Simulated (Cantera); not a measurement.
Input: 1 mol Ca(OH)2, 0.14 mol H2, 0.11 mol H2O, at 2050 K and 1 atm.

Cantera equilibrium calculation (NASA polynomials, part measured and part estimated; ideal gas, pure solids and liquids). Candidate condensed phases: Ca, CaO, Ca(OH)2, H2O; 14 gas species. The numbers say what is thermodynamically allowed, not how fast it happens.

Base state: H2O 0.887, H2 0.112, H 0.000754, OH 0.000653, Ca(OH)2 0.000132, O2 1.08e-5 (mole fractions); condensed: CaO(s).

### Question
What changes in the equilibrium state with this change: 0.35 mol O2 added?

### Answer
```json
[
 {"species": "H2O", "before": "0.887", "after": "0.811"},
 {"species": "O2", "before": "1.08e-5", "after": "0.181"},
 {"species": "OH", "before": "0.000653", "after": "0.00710"},
 {"species": "H2", "before": "0.112", "after": "0.000790"},
 {"species": "Ca(OH)2", "before": "0.000132", "after": "0.000121"},
 {"species": "O", "before": "3.17e-6", "after": "0.000411"},
 {"species": "H", "before": "0.000754", "after": "6.33e-5"},
 {"species": "CaO(s), mol", "before": "1.000", "after": "1.000"}
]
```

### Question
What changes in the equilibrium state with this change: Ca(OH)2 replaced by MgSO4?

### Answer
| species | before | after |
|---|---|---|
| SO2 | 0 | 0.593 |
| O2 | 1.08e-5 | 0.254 |
| H2O | 0.887 | 0.147 |
| H2 | 0.112 | 0.000121 |
| Ca(OH)2 | 0.000132 | 0 |
| SO3 | 0 | 0.00147 |
| SO | 0 | 0.000270 |
| O | 3.17e-6 | 0.000487 |
| CaO(s), mol | 1.000 | 0 |
| MgO(s), mol | 0 | 1.000 |
Further candidate phases: H2SO4, Mg, MgO, Mg(OH)2, MgS, MgSO4, S.
